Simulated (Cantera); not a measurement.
An isothermal plug-flow reactor at 1275 K and 1.00 bar (inlet), inlet velocity 2 m/s, active area per volume 210 1/m; feed 0.303 % CH₄, 14.1 % O₂, 85.6 % N₂, equivalence ratio 0.043.

Computed with Cantera and Deutschmann's 1995 Pt surface mechanism with GRI-Mech 3.0 gas chemistry. Catalytic surfaces can have several steady states; this one follows from the mechanism file's or the stated starting coverage. Mass transfer to the wall is taken as infinitely fast.

x: gas mole fraction; θ: surface coverage.

```json
[
 {"z (m)": "3.5e-05", "x CH₄": "0.00303", "x O₂": "0.141", "x H₂O": "1.31e-5", "x CO₂": "___", "x CO": "1.24e-6", "θ free Pt": "0.476", "θ O*": "0.524"},
 {"z (m)": "5.8e-05", "x CH₄": "0.00302", "x O₂": "0.141", "x H₂O": "2.18e-5", "x CO₂": "___", "x CO": "1.89e-6", "θ free Pt": "0.476", "θ O*": "0.524"},
 {"z (m)": "9.7e-05", "x CH₄": "0.00302", "x O₂": "0.141", "x H₂O": "3.65e-5", "x CO₂": "___", "x CO": "2.75e-6", "θ free Pt": "0.476", "θ O*": "0.524"},
 {"z (m)": "0.00016", "x CH₄": "0.00300", "x O₂": "0.141", "x H₂O": "6.01e-5", "x CO₂": "___", "x CO": "3.67e-6", "θ free Pt": "0.476", "θ O*": "0.524"},
 {"z (m)": "0.00027", "x CH₄": "0.00298", "x O₂": "0.141", "x H₂O": "0.000101", "x CO₂": "___", "x CO": "4.49e-6", "θ free Pt": "0.476", "θ O*": "0.524"},
 {"z (m)": "0.00045", "x CH₄": "0.00295", "x O₂": "0.141", "x H₂O": "0.000168", "x CO₂": "___", "x CO": "4.90e-6", "θ free Pt": "0.476", "θ O*": "0.524"},
 {"z (m)": "0.00075", "x CH₄": "0.00289", "x O₂": "0.141", "x H₂O": "0.000278", "x CO₂": "___", "x CO": "4.95e-6", "θ free Pt": "0.476", "θ O*": "0.524"},
 {"z (m)": "0.0013", "x CH₄": "0.00279", "x O₂": "0.140", "x H₂O": "0.000475", "x CO₂": "___", "x CO": "4.81e-6", "θ free Pt": "0.476", "θ O*": "0.524"},
 {"z (m)": "0.0021", "x CH₄": "0.00265", "x O₂": "0.140", "x H₂O": "0.000752", "x CO₂": "___", "x CO": "4.62e-6", "θ free Pt": "0.476", "θ O*": "0.524"},
 {"z (m)": "0.0035", "x CH₄": "0.00240", "x O₂": "0.140", "x H₂O": "0.00121", "x CO₂": "___", "x CO": "4.39e-6", "θ free Pt": "0.476", "θ O*": "0.524"}
]
```

### Question
Some entries are withheld; supply them.

### Answer

- 3.5e-05, x CO₂: 5.33e-6
- 5.8e-05, x CO₂: 9.00e-6
- 9.7e-05, x CO₂: 1.54e-5
- 0.00016, x CO₂: 2.63e-5
- 0.00027, x CO₂: 4.59e-5
- 0.00045, x CO₂: 7.86e-5
- 0.00075, x CO₂: 0.000133
- 0.0013, x CO₂: 0.000230
- 0.0021, x CO₂: 0.000366
- 0.0035, x CO₂: 0.000587
